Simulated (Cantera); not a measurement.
Cantera run:

```python
import numpy as np
import cantera as ct

gas_names = """
    C CO CO2 C2 C2O C3 C3O2 C4 C5 O O2 O3 Pb PbO Pb2
""".split()
cond_names = """
    C(gr) Pb(cr) Pb(L) PbO(rd) PbO(yw) PbO(L) PbO2(s) Pb3O4(s)
""".split()


# ... load() reads the species with a 1 bar reference pressure and builds the phases ...
atoms = {
    'Pb': {'Pb': 1},
    'O2': {'O': 2},
    'CO': {'C': 1, 'O': 1},
}
top_T = {'C(gr)': 4500, 'Pb3O4(s)': 820}  # K; cautious upper limits of use, not melting points


# ... equilibrate(T, P, feed) seeds the gas with the atoms and calls Mixture.equilibrate('TP', solver="vcs", rtol=1e-11, max_steps=5000) ...
results = []
feed = {'Pb': 1, 'O2': 0.0054, 'CO': 53}  # mol
for P in [10, 41, 160, 670, 2700, 11000, 45000, 180000, 740000, 3000000]:
    for T in [923, 973, 1023, 1073, 1123, 1173, 1223, 1273, 1323, 1373, 1423, 1473, 1523, 1573]:
        mix = equilibrate(T, P, feed)
        results.append((T, P, feed, dict(zip(mix.species_names, mix.species_moles))))

for T, P, feed, n in results:
    print(f"{T:7g} {P:10.4g}  " + (" + ".join(c for c in cond_names if n.get(c, 0) > 1e-12) or "gas only"))
```

Output:

```
    923         10  C(gr)
    973         10  gas only
   1023         10  gas only
   1073         10  gas only
   1123         10  gas only
   1173         10  gas only
   1223         10  gas only
   1273         10  gas only
   1323         10  gas only
   1373         10  gas only
   1423         10  gas only
   1473         10  gas only
   1523         10  gas only
   1573         10  gas only
    923         41  C(gr) + Pb(L)
    973         41  C(gr)
   1023         41  gas only
   1073         41  gas only
   1123         41  gas only
   1173         41  gas only
   1223         41  gas only
   1273         41  gas only
   1323         41  gas only
   1373         41  gas only
   1423         41  gas only
   1473         41  gas only
   1523         41  gas only
   1573         41  gas only
    923        160  C(gr) + Pb(L)
    973        160  C(gr) + Pb(L)
   1023        160  C(gr) + Pb(L)
   1073        160  C(gr)
   1123        160  gas only
   1173        160  gas only
   1223        160  gas only
   1273        160  gas only
   1323        160  gas only
   1373        160  gas only
   1423        160  gas only
   1473        160  gas only
   1523        160  gas only
   1573        160  gas only
    923        670  C(gr) + Pb(L)
    973        670  C(gr) + Pb(L)
   1023        670  C(gr) + Pb(L)
   1073        670  C(gr) + Pb(L)
   1123        670  C(gr)
   1173        670  gas only
   1223        670  gas only
   1273        670  gas only
   1323        670  gas only
   1373        670  gas only
   1423        670  gas only
   1473        670  gas only
   1523        670  gas only
   1573        670  gas only
    923       2700  C(gr) + Pb(L)
    973       2700  C(gr) + Pb(L)
   1023       2700  C(gr) + Pb(L)
   1073       2700  C(gr) + Pb(L)
   1123       2700  C(gr) + Pb(L)
   1173       2700  C(gr) + Pb(L)
   1223       2700  C(gr)
   1273       2700  gas only
   1323       2700  gas only
   1373       2700  gas only
   1423       2700  gas only
   1473       2700  gas only
   1523       2700  gas only
   1573       2700  gas only
    923    1.1e+04  C(gr) + Pb(L)
    973    1.1e+04  C(gr) + Pb(L)
   1023    1.1e+04  C(gr) + Pb(L)
   1073    1.1e+04  C(gr) + Pb(L)
   1123    1.1e+04  C(gr) + Pb(L)
   1173    1.1e+04  C(gr) + Pb(L)
   1223    1.1e+04  C(gr) + Pb(L)
   1273    1.1e+04  C(gr) + Pb(L)
   1323    1.1e+04  C(gr)
   1373    1.1e+04  C(gr)
   1423    1.1e+04  gas only
   1473    1.1e+04  gas only
   1523    1.1e+04  gas only
   1573    1.1e+04  gas only
    923    4.5e+04  C(gr) + Pb(L)
    973    4.5e+04  C(gr) + Pb(L)
   1023    4.5e+04  C(gr) + Pb(L)
   1073    4.5e+04  C(gr) + Pb(L)
   1123    4.5e+04  C(gr) + Pb(L)
   1173    4.5e+04  C(gr) + Pb(L)
   1223    4.5e+04  C(gr) + Pb(L)
   1273    4.5e+04  C(gr) + Pb(L)
   1323    4.5e+04  C(gr) + Pb(L)
   1373    4.5e+04  C(gr) + Pb(L)
   1423    4.5e+04  C(gr)
   1473    4.5e+04  C(gr)
   1523    4.5e+04  C(gr)
   1573    4.5e+04  gas only
    923    1.8e+05  C(gr) + Pb(L)
    973    1.8e+05  C(gr) + Pb(L)
   1023    1.8e+05  C(gr) + Pb(L)
   1073    1.8e+05  C(gr) + Pb(L)
   1123    1.8e+05  C(gr) + Pb(L)
   1173    1.8e+05  C(gr) + Pb(L)
   1223    1.8e+05  C(gr) + Pb(L)
   1273    1.8e+05  C(gr) + Pb(L)
   1323    1.8e+05  C(gr) + Pb(L)
   1373    1.8e+05  C(gr) + Pb(L)
   1423    1.8e+05  C(gr) + Pb(L)
   1473    1.8e+05  C(gr) + Pb(L)
   1523    1.8e+05  C(gr) + Pb(L)
   1573    1.8e+05  C(gr)
    923    7.4e+05  C(gr) + Pb(L)
    973    7.4e+05  C(gr) + Pb(L)
   1023    7.4e+05  C(gr) + Pb(L)
   1073    7.4e+05  C(gr) + Pb(L)
   1123    7.4e+05  C(gr) + Pb(L)
   1173    7.4e+05  C(gr) + Pb(L)
   1223    7.4e+05  C(gr) + Pb(L)
   1273    7.4e+05  C(gr) + Pb(L)
   1323    7.4e+05  C(gr) + Pb(L)
   1373    7.4e+05  C(gr) + Pb(L)
   1423    7.4e+05  C(gr) + Pb(L)
   1473    7.4e+05  C(gr) + Pb(L)
   1523    7.4e+05  C(gr) + Pb(L)
   1573    7.4e+05  C(gr) + Pb(L)
    923      3e+06  C(gr) + Pb(L)
    973      3e+06  C(gr) + Pb(L)
   1023      3e+06  C(gr) + Pb(L)
   1073      3e+06  C(gr) + Pb(L)
   1123      3e+06  C(gr) + Pb(L)
   1173      3e+06  C(gr) + Pb(L)
   1223      3e+06  C(gr) + Pb(L)
   1273      3e+06  C(gr) + Pb(L)
   1323      3e+06  C(gr) + Pb(L)
   1373      3e+06  C(gr) + Pb(L)
   1423      3e+06  C(gr) + Pb(L)
   1473      3e+06  C(gr) + Pb(L)
   1523      3e+06  C(gr) + Pb(L)
   1573      3e+06  C(gr) + Pb(L)
```

Cantera equilibrium calculation (NASA polynomials, part measured and part estimated; ideal gas, pure solids and liquids).
